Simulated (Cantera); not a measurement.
**Al + HCl + N2 + Cl2 (aluminium and copper etching)**

Input: 1 mol Al, 1.7 mol HCl, 2.4 mol N2, 0.62 mol Cl2, at 0.190 bar.

Method: chemical equilibrium by Gibbs-energy minimisation in Cantera with the NASA 1993 tables (ideal gas, pure condensed phases). Candidate condensed phases: Al, AlCl3, AlN, NH4Cl; 20 gas species. The tables' values for AlCl2 are old estimates; treat these amounts as uncertain. Rates play no part.

From 650 K to 1475 K the condensed part is AlN(s). The main Al-bearing gas is Al2Cl6 at 650 K and AlCl3 at 1475 K. The share of Al in condensed phases is highest at 800 K (16.2 %) and lowest at 1475 K (12.7 %).

```tsv
T (K)	x N2	x AlCl3	x H2	x HCl	x Al2Cl6	n AlN(s)
650	0.602	0.0469	0.176	0.0858	0.0887	0.131
725	0.578	0.111	0.162	0.0997	0.0498	0.154
800	0.559	0.167	0.153	0.103	0.0176	0.162
875	0.552	0.190	0.152	0.101	0.00501	0.161
950	0.551	0.197	0.153	0.0970	0.00153	0.156
1025	0.551	0.200	0.155	0.0937	0.000540	0.152
1100	0.551	0.202	0.156	0.0908	0.000220	0.148
1175	0.552	0.203	0.157	0.0883	0.000101	0.144
1250	0.552	0.203	0.158	0.0862	5.13e-5	0.141
1325	0.552	0.204	0.159	0.0843	2.83e-5	0.138
1400	0.552	0.203	0.160	0.0827	1.66e-5	0.134
1475	0.552	0.202	0.160	0.0810	1.02e-5	0.127
```
x: gas mole fraction; n: condensed amount in mol.
